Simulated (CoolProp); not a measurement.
Vapour-liquid equilibrium of cyclohexane (1) + n-octane (2) at 0.892 MPa; x and y are mole fractions of (1).

Computed with CoolProp (multi-fluid Helmholtz-energy mixture model, Zhou 2014 and Beckmüller 2019; pair parameters Bell 2016).

```tsv
x	bubble temperature (K)	y at the bubble point	dew temperature at overall composition x (K)	liquid density (mol/L)
0.05	497.2	0.084	498.5	4.432
0.125	492.6	0.203	495.7	4.605
0.2	488.1	0.314	492.8	4.784
0.275	483.7	0.415	489.7	4.969
0.35	479.4	0.507	486.6	5.163
0.425	475.2	0.590	483.2	5.363
0.5	471.2	0.665	479.7	5.573
0.575	467.4	0.732	476.0	5.792
0.65	463.7	0.792	472.0	6.022
0.725	460.2	0.846	467.8	6.263
0.8	456.8	0.894	463.2	6.517
0.875	453.6	0.937	458.2	6.785
0.95	450.5	0.976	452.6	7.070
```

No azeotrope shows between x = 0.05 and 0.95.

Pair parameters are fitted to limited data, so mixtures are less certain than the pure fluids.
